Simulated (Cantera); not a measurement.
Input (Python, Cantera):

```python
import numpy as np
import cantera as ct

gas = ct.Solution("gri30.yaml")
gas.TPX = 523, 1400000, {'C2H4': 1, 'O2': 2.5, 'N2': 15.8, 'H2O': 0.064}
inlet = ct.Reservoir(gas, clone=True)
gas.equilibrate("HP")  # start burning
reactor = ct.IdealGasConstPressureReactor(gas, energy="on", clone=False)
exhaust = ct.Reservoir(gas, clone=True)
tau = [0.34, 0.094, 0.026, 0.0071, 0.002, 0.00054, 0.00015, 4.1e-05, 1.1e-05][0]
for a, b in ((inlet, reactor), (reactor, exhaust)):
    ct.MassFlowController(a, b, mdot=lambda t: reactor.mass / tau)
net = ct.ReactorNet([reactor])
show = ['C2H4', 'O2', 'NO2', 'HO2', 'HCO']

rows = []
print(f"{'tau/s':>10s}{'T/K':>9s}" + "".join(f"{s:>11s}" for s in show))
for tau in [0.34, 0.094, 0.026, 0.0071, 0.002, 0.00054, 0.00015, 4.1e-05, 1.1e-05]:
    net.initial_time = 0.0
    net.advance(30 * tau)
    before = gas.X
    net.advance(40 * tau)
    drift = np.max(np.abs(gas.X - before) / (gas.X + 1e-9))
    rows.append([gas.T, *gas[show].X, drift])
    print(f"{tau:10.3e}{gas.T:9.1f}" + "".join(f"{x:11.3e}" for x in gas[show].X))
```

Output:

```
     tau/s      T/K       C2H4         O2        NO2        HO2        HCO
 3.400e-01   1991.9  1.155e-06  2.291e-05  4.598e-10  8.791e-09  1.585e-08
 9.400e-02   1991.1  3.003e-06  5.751e-05  1.101e-09  2.969e-08  2.432e-08
 2.600e-02   1989.3  7.185e-06  1.349e-04  2.693e-09  1.003e-07  4.292e-08
 7.100e-03   1985.7  1.629e-05  3.046e-04  6.512e-09  3.354e-07  8.852e-08
 2.000e-03   1978.5  3.492e-05  6.576e-04  1.473e-08  1.037e-06  2.071e-07
 5.400e-04   1963.3  7.763e-05  1.465e-03  3.116e-08  3.110e-06  5.626e-07
 1.500e-04   1931.7  1.873e-04  3.388e-03  5.451e-08  8.911e-06  1.645e-06
 4.100e-05   1841.5  6.781e-04  9.962e-03  6.142e-08  3.358e-05  5.502e-06
 1.100e-05    523.0  5.164e-02  1.291e-01 -1.463e-18 -2.265e-17 -1.076e-26
```

Model: GRI-Mech 3.0 (53 species, 325 reactions), integrated in Cantera. GRI-Mech 3.0 was tuned for natural gas; its chemistry of ethylene as a main component is partial and can be far from experiment. The pressure lies above the range GRI-Mech 3.0 was tuned for (to about 10 atm).
